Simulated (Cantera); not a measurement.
**Transport properties of process gases**

Gas mixture: H2O = 0.71 (molar parts), at 7.50 Torr, frozen composition.

Cantera's kinetic-theory transport with the Lennard-Jones parameters of GRI-Mech 3.0, ideal gas; thermal conductivity in the mixture-averaged form. Polar gases are described roughly by these parameters.

```
T (K)  ρ (kg/m³)  cp (J/kg/K)  μ (µPa s)  λ (mW/m/K)     Pr  D (cm²/s) CO2  D (cm²/s) OH  D (cm²/s) C2H2
-----  ---------  -----------  ---------  ----------  -----  -------------  ------------  --------------
400      0.00542         1902       14.0        37.0  0.718           29.0          64.5            30.6
550      0.00394         1985       19.6        54.2  0.718           54.2           115            56.6
700      0.00310         2082       25.2        73.4  0.716           85.8           177            88.8
850      0.00255         2185       30.8        94.5  0.713            123           248             126
1000     0.00217         2292       36.2         117  0.712            166           329             169
1150     0.00188         2401       41.5         140  0.713            213           417             217
1300     0.00167         2502       46.7         163  0.715            264           514             268
1450     0.00149         2596       51.6         187  0.716            320           617             324
1600     0.00135         2681       56.4         211  0.718            380           728             384
```
D: mixture-averaged diffusion coefficient of that species in the mixture.
